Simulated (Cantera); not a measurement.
Input: 1 mol Si3N4, 0.087 mol H2O, 3 mol N2, equilibrated at 0.160 Pa.

Equilibrium computed with Cantera from the NASA thermochemical tables; the gas is ideal and each condensed phase is pure. Candidate condensed phases: H2O, Si, SiO2, Si2N2O, Si3N4; 35 gas species. Mutual solubility and eutectic melting of coexisting phases are not modelled. Equilibrium is a limit: real reactors are often held back by kinetics, nucleation or transport.

Q: Which condensed phases are stable at each of these points (T (K)): 923, 1023, 1123, 1223, 1323, 1423, 1523, 1623, 1723, 1823, 1923, 2023, 2123, 2223?

A: 
```csv
T (K),condensed phases,Si condensed (%)
923,Si2N2O(s) + Si3N4(s),100.0
1023,Si2N2O(s) + Si3N4(s),100.0
1123,Si2N2O(s) + Si3N4(s),100.0
1223,Si2N2O(s) + Si3N4(s),100.0
1323,Si2N2O(s) + Si3N4(s),99.6
1423,Si(s),96.9
1523,Si(s),95.1
1623,Si(s),78.1
1723,gas only,0.0
1823,gas only,0.0
1923,gas only,0.0
2023,gas only,0.0
2123,gas only,0.0
2223,gas only,0.0
```

From 923 K to 1323 K the condensed part is Si2N2O(s) + Si3N4(s). From 1423 K to 1623 K the condensed part is Si(s). From 1723 K to 2223 K nothing is condensed.
